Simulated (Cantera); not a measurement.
Cantera run:

```python
import numpy as np
import cantera as ct

gas_names = """
    AL ALCL ALCL2 ALCL3 ALH ALO ALOCL ALOH ALO2 ALO2H AL2 AL2CL6 AL2O AL2O2 CL CLO CL2 H HALO HCL HOCL
    HO2 H2 H2O H2O2 O OH O2 O3
""".split()
cond_names = """
    AL(cr) AL(L) ALCL3(s) ALCL3(L) AL2O3(a) AL2O3(L) H2O(s) H2O(L)
""".split()


# ... load() reads the species with a 1 bar reference pressure and builds the phases ...
atoms = {
    'AlCl3': {'AL': 1, 'CL': 3},
    'O2': {'O': 2},
    'H2': {'H': 2},
}
top_T = {}  # K; cautious upper limits of use, not melting points


# ... equilibrate(T, P, feed) seeds the gas with the atoms and calls Mixture.equilibrate('TP', solver="vcs", rtol=1e-11, max_steps=5000) ...
results = []
feed = {'AlCl3': 1, 'O2': 8.5, 'H2': 2.4}  # mol
T = 775  # K
P = 100000  # Pa
mix = equilibrate(T, P, feed)
results.append((T, P, feed, dict(zip(mix.species_names, mix.species_moles))))
print(gas.report(threshold=1e-05))
for i in range(1, mix.n_phases):
    print(f"{mix.phase(i).name:16s} {mix.phase_moles(i):12.5e} mol")
```

It prints:

```
       temperature   775 K
          pressure   1e+05 Pa
           density   0.52138 kg/m^3
  mean mol. weight   33.596 kg/kmol
   phase of matter   gas

                          1 kg             1 kmol
                     ---------------   ---------------
          enthalpy       -1.0781e+06       -3.6222e+07  J
   internal energy       -1.2699e+06       -4.2666e+07  J
           entropy            7192.2        2.4163e+05  J/K
    Gibbs function       -6.6521e+06       -2.2349e+08  J
 heat capacity c_p            1026.5             34486  J/K
 heat capacity c_v            778.99             26171  J/K

                      mass frac. Y      mole frac. X     chem. pot. / RT
                     ---------------   ---------------   ---------------
               CL2           0.20101          0.095251           -30.628
               HCL          0.097778          0.090103           -40.408
               H2O          0.096217           0.17944           -63.375
                O2           0.60498            0.6352           -26.374
     [  +25 minor]        1.2299e-05        8.3949e-06

AL(cr)            0.00000e+00 mol
ALCL3(L)          0.00000e+00 mol
AL2O3(a)          5.00000e-01 mol
```

Cantera equilibrium calculation (NASA polynomials, part measured and part estimated; ideal gas, pure solids and liquids). Condensed phases not in the tables: AlOCl.
